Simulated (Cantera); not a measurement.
Input: 1 mol SO2, held at 101000 Pa.

Equilibrium computed with Cantera from the NASA thermochemical tables; the gas is ideal and each condensed phase is pure. Candidate condensed phases: S; 10 gas species. The numbers say what is thermodynamically allowed, not how fast it happens.

log p: log10 of the partial pressure in bar; nothing condenses.

```
T (K)  log p SO2  log p SO  log p O2  log p O  log p S
-----  ---------  --------  --------  -------  -------
2900       -0.10     -0.88     -1.21    -1.70    -2.33
2975       -0.13         ?         ?        ?        ?
3050       -0.16     -0.74     -1.07    -1.41    -2.01
3125       -0.19     -0.68     -1.02    -1.28    -1.86
3200       -0.24     -0.63     -0.97    -1.15    -1.72
3275       -0.29     -0.58     -0.94        ?        ?
3350       -0.35     -0.55     -0.91    -0.93    -1.47
```

Problem. Some entries are withheld; supply them.

Solution. 
- 3275, log p O: -1.04
- 3275, log p S: -1.59
- 2975, log p SO: -0.81
- 2975, log p O2: -1.14
- 2975, log p O: -1.55
- 2975, log p S: -2.16
